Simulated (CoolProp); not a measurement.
A single-stage vapour-compression cycle with R152A: evaporating at 291.15 K (dew point), condensing at 344.15 K (bubble point), superheat 0 K, subcooling 5 K, compressor efficiency 0.6, no pressure losses. Each further row changes one setting.

Values from CoolProp's reference Helmholtz-energy equation of state, Outcalt 1996. It is a modified Benedict-Webb-Rubin equation, recast in Helmholtz form.

| case | cooling COP | pressure ratio | discharge temperature (K) | refrigerating effect (kJ/kg) | volumetric capacity (kJ/m³) |
|---|---|---|---|---|---|
| as stated | 2.55 | 4.00 | 376.8 | 196 | 2940 |
| evaporating temperature 296.15 K | 2.93 | 3.43 | 373.0 | 199 | 3470 |
| condensing temperature 339.15 K | ___ | ___ | 369.7 | 207 | 3090 |
| subcooling 10 K | ___ | 4.00 | 376.8 | 207 | 3090 |
| superheat 10 K | 2.56 | 4.00 | 387.8 | 208 | 2960 |
| compressor efficiency 0.5 | 2.13 | 4.00 | ___ | 196 | 2940 |

### Question
What belongs in the gaps?

### Answer

- condensing temperature 339.15 K, cooling COP: 2.92
- condensing temperature 339.15 K, pressure ratio: 3.58
- subcooling 10 K, cooling COP: 2.69
- compressor efficiency 0.5, discharge temperature (K): 387.1
